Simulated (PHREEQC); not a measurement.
Solution (25 °C): 0.18 mol NiCl2, 0.00029 mol NaOH and 0.019 mol FeSO4 per kg of water. Closed to the air; pH follows from the charge balance.

Computed with PHREEQC (ion-association model, wateq4f.dat).

Task: The ionic strength comes out as 0.478 mol/kgw. What activity coefficients do Ni(SO4)2-2, Na+, NiCl+, Cl-, SO4-2 get?

Result: Ni(SO4)2-2 0.29, Na+ 0.71, NiCl+ 0.73, Cl- 0.65, SO4-2 0.21.

This is a speciation only: nothing precipitates in the calculation. Examples of supersaturated solids here: Ni(OH)2, Ni4(OH)6SO4. Others may be too.
